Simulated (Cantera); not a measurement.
What does this Cantera script print?

```python
import numpy as np
import cantera as ct

gas = ct.Solution("gri30.yaml")


def delay(T, t_max=10):
    gas.TPX = T, 500000, {'CH3OH': 1, 'O2': 3, 'N2': 11.3}
    reactor = ct.IdealGasReactor(gas, clone=False)
    net = ct.ReactorNet([reactor])
    net.rtol, net.atol = 1e-8, 1e-16
    while net.time < t_max:
        t_old, T_old = net.time, reactor.T
        net.step()
        if reactor.T > T + 400:  # ignition: a rise of 400 K
            return t_old + (T + 400 - T_old) / (reactor.T - T_old) * (net.time - t_old)
    return np.nan


taus = []
for T in [1050, 1150, 1250, 1350, 1450, 1550]:
    taus.append(delay(T))
    print(f"T0 = {T:6g} K   tau = {taus[-1]:.4e} s")
```

Output:

```
T0 =   1050 K   tau = 5.0989e-02 s
T0 =   1150 K   tau = 6.7937e-03 s
T0 =   1250 K   tau = 1.2729e-03 s
T0 =   1350 K   tau = 3.1802e-04 s
T0 =   1450 K   tau = 1.0158e-04 s
T0 =   1550 K   tau = 3.9646e-05 s
```

Cantera simulation using GRI-Mech 3.0 (53 species, 325 reactions); the numbers are that mechanism's predictions, not measurements. GRI-Mech 3.0 was tuned for natural gas; its chemistry of methanol as a main component is partial and can be far from experiment.
